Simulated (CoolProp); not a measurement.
Vapour-liquid equilibrium of n-hexane (1) + ethylbenzene (2) at 0.0237 MPa; x and y are mole fractions of (1).

The numbers come from the multi-fluid Helmholtz-energy mixture model, Thol 2019 and Zhou 2012; pair parameters Bell 2016 in CoolProp.

| x | bubble temperature, mixture model (K) | bubble temperature, Raoult's law (K) | y, mixture model | y, Raoult's law |
|---|---|---|---|---|
| 0.05 | 350.9 | 353.9 | 0.378 | 0.308 |
| 0.125 | 339.1 | 343.9 | 0.641 | 0.570 |
| 0.2 | 331.2 | 336.2 | 0.764 | 0.714 |
| 0.275 | 325.5 | 330.2 | 0.832 | 0.802 |
| 0.35 | 321.2 | 325.2 | 0.874 | 0.858 |
| 0.425 | 317.7 | 321.0 | 0.903 | 0.897 |
| 0.5 | 314.8 | 317.4 | 0.925 | 0.925 |
| 0.575 | 312.4 | 314.3 | 0.941 | 0.945 |
| 0.65 | 310.2 | 311.6 | 0.955 | 0.961 |
| 0.725 | 308.2 | 309.1 | 0.967 | 0.973 |
| 0.8 | 306.4 | 306.9 | 0.977 | 0.982 |
| 0.875 | 304.7 | 304.9 | 0.986 | 0.990 |
| 0.95 | 303.0 | 303.1 | 0.995 | 0.996 |

The largest gap from Raoult's law is -5.0 K in bubble temperature, at x = 0.2. No azeotrope shows between x = 0.05 and 0.95.

Pair parameters are fitted to limited data, so mixtures are less certain than the pure fluids.
